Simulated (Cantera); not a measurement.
A perfectly stirred reactor is fed with CO : H₂ : CH₄ : O₂ : N₂ = 1 : 0.092 : 0.3 : 1.98 : 7.43 (molar parts), equivalence ratio 0.58, at 0.592 atm; it is adiabatic with a 675 K inlet, and is followed from long to short residence time, starting on the burning branch (τ in s: 0.063, 0.025, 0.01, 0.0042, 0.0017, 0.00069, 0.00028, 0.00011, 4.7e-05, 1.9e-05, 7.7e-06, 3.1e-06).

Computed with Cantera and GRI-Mech 3.0 (53 species, 325 reactions).

Question: Predict: blow-out, bracketed by the residence times tried; x(CO) at τ = 63.0 ms; x(H₂) at τ = 63.0 ms; x(CH₄) at τ = 63.0 ms; x(CO₂) at τ = 63.0 ms; x(CO) at τ = 0.280 ms; x(H₂) at τ = 0.280 ms; x(CH₄) at τ = 0.280 ms; x(CO₂) at τ = 0.280 ms.

Answer: 
```json
{
  "blow_out_bracketed_by_the_residence_times_tried": "burning at 0.280 ms, out at 0.110 ms",
  "x(CO) at τ = 63.0 ms": "0.00387",
  "x(H₂) at τ = 63.0 ms": "0.000407",
  "x(CH₄) at τ = 63.0 ms": "2.98e-6",
  "x(CO₂) at τ = 63.0 ms": "0.122",
  "x(CO) at τ = 0.280 ms": "0.0424",
  "x(H₂) at τ = 0.280 ms": "0.00376",
  "x(CH₄) at τ = 0.280 ms": "0.000238",
  "x(CO₂) at τ = 0.280 ms": "0.0796"
}
```
